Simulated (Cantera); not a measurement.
**C3H6 + H2O + H2 (carbon deposition, reforming and gasification)**

Input: 1 mol C3H6, 0.078 mol H2O, 0.41 mol H2, at 825 K.

Cantera equilibrium calculation (NASA polynomials, part measured and part estimated; ideal gas, pure solids and liquids). Candidate condensed phases: C, C6H6, C7H8, C8H18, H2O; 110 gas species. The ideal-gas law is rough above about 30 bar. Rates play no part.

```csv
P (Pa),log p H2,log p CH4,log p H2O,log p CO,log p CO2,n C(graphite)
10,-4.01,-8.06,-8.57,-5.66,-9.67,2.92
160,-2.81,-5.66,-6.17,-4.46,-7.28,2.92
2500,-1.62,-3.29,-3.90,-3.38,-5.10,2.87
40000,-0.52,-1.07,-2.08,-2.67,-3.69,2.37
630000,0.32,0.60,-0.67,-2.09,-2.52,1.64
10000000,0.99,1.94,0.61,-1.48,-1.32,1.38
```
log p: log10 of the partial pressure in bar; n: condensed amount in mol.

From 10.0 Pa to 1.00e7 Pa the condensed part is C(graphite). The main C-bearing gas is CO at 10.0 Pa and CH4 at 1.00e7 Pa. The share of C in condensed phases is highest at 10.0 Pa (97.4 %) and lowest at 1.00e7 Pa (46.1 %).
